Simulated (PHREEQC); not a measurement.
Synthetic water in mg/kgw, 55 °C, pH 6.65, pe 0.7:

```tsv
constituent	mg/kgw
Na	6.72
K	0.000453
Ca	11.4
Mg	3.65
Cl	10.1
S(6) as SO4	4.98
Alkalinity as HCO3	46.2
B	0.0152
Si as SiO2	0.0693
```

Valence states are taken as typed.

Equilibrium calculation in PHREEQC: ion-association model, wateq4f.dat.

This is a speciation only: nothing precipitates in the calculation.

Q: What charge-balance error does the model give?

A: charge-balance error 0.7 %.

Q: In which forms is S present?

A: SO4-2 91 %, CaSO4 4.5 %, MgSO4 4.3 % of the S.

At this temperature some constants are extrapolated from 25 °C, and those without enthalpy data are left unchanged.
